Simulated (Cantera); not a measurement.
Cantera run, input and output.

```python
import numpy as np
import cantera as ct

gas = ct.Solution("gri30.yaml")
gas.TPX = 925, 160000, {'CH2O': 0.027, 'O2': 0.0047, 'N2': 1}
reactor = ct.IdealGasConstPressureReactor(gas, energy="off", clone=False)
net = ct.ReactorNet([reactor])
net.rtol, net.atol = 1e-08, 1e-18
show = ['CH2O', 'O2', 'OH', 'H2O', 'HCN', 'CH2CO']
times = np.geomspace(2e-05, 20, 11)

steps = ct.SolutionArray(gas, extra=["t"])
rows = []
print(f"{'t/s':>10s}{'T/K':>9s}{'P/Pa':>11s}" + "".join(f"{s:>11s}" for s in show))
for t in times:
    while net.time < t:
        t_next = net.step()
        steps.append(gas.state, t=t_next)
    rows.append([np.interp(t, steps.t, y) for y in (steps.T, steps.P, *steps(*show).X.T)])
    print(f"{t:10.3e}{rows[-1][0]:9.1f}{rows[-1][1]:11.4g}" + "".join(f"{x:11.3e}" for x in rows[-1][2:]))
rate = np.gradient(steps.T, steps.t)
print("integrator steps:", len(steps.t))
if steps.T.max() > steps.T[0] + 200:
    print(f"time of steepest temperature rise: {steps.t[rate.argmax()]:.4e} s")
gas.TPX = 925, 160000, {'CH2O': 0.027, 'O2': 0.0047, 'N2': 1}
gas.equilibrate("TP")
print(f"equilibrium (TP): T = {gas.T:.1f} K  " + "  ".join(f"{s} {gas[s].X[0]:.3e}" for s in show))
```

It prints:

```
       t/s      T/K       P/Pa       CH2O         O2         OH        H2O        HCN      CH2CO
 2.000e-05    925.0    1.6e+05  2.617e-02  4.556e-03  8.921e-15  1.082e-12  8.435e-27  1.688e-21
 7.962e-05    925.0    1.6e+05  2.617e-02  4.556e-03  2.612e-14  8.330e-12  4.309e-26  1.712e-20
 3.170e-04    925.0    1.6e+05  2.617e-02  4.555e-03  2.625e-13  2.271e-10  2.967e-25  3.980e-19
 1.262e-03    925.0    1.6e+05  2.617e-02  4.555e-03  3.923e-12  1.249e-08  3.239e-24  1.857e-17
 5.024e-03    925.0    1.6e+05  2.615e-02  4.542e-03  8.439e-11  9.358e-07  6.875e-23  2.507e-15
 2.000e-02    925.0    1.6e+05  2.458e-02  3.548e-03  6.877e-09  2.438e-04  3.150e-19  8.978e-12
 7.962e-02    925.0    1.6e+05  9.279e-09  8.110e-05  2.416e-09  8.258e-03  1.276e-11  6.794e-09
 3.170e-01    925.0    1.6e+05  4.157e-09  6.534e-05  1.935e-10  8.278e-03  1.276e-11  4.981e-10
 1.262e+00    925.0    1.6e+05  2.565e-09  4.014e-05  1.372e-10  8.303e-03  1.275e-11  2.873e-11
 5.024e+00    925.0    1.6e+05  8.084e-10  8.292e-06  5.534e-11  8.319e-03  1.275e-11  1.489e-11
 2.000e+01    925.0    1.6e+05  4.208e-10  6.324e-07  1.108e-11  8.294e-03  1.275e-11  3.685e-12
integrator steps: 2389
equilibrium (TP): T = 925.0 K  CH2O 4.086e-10  O2 8.021e-25  OH 5.269e-15  H2O 3.210e-03  HCN 1.150e-07  CH2CO 5.770e-13
```

Cantera simulation using GRI-Mech 3.0 (53 species, 325 reactions); the numbers are that mechanism's predictions, not measurements. Below about 1000 K GRI-Mech 3.0 lacks low-temperature oxidation paths.
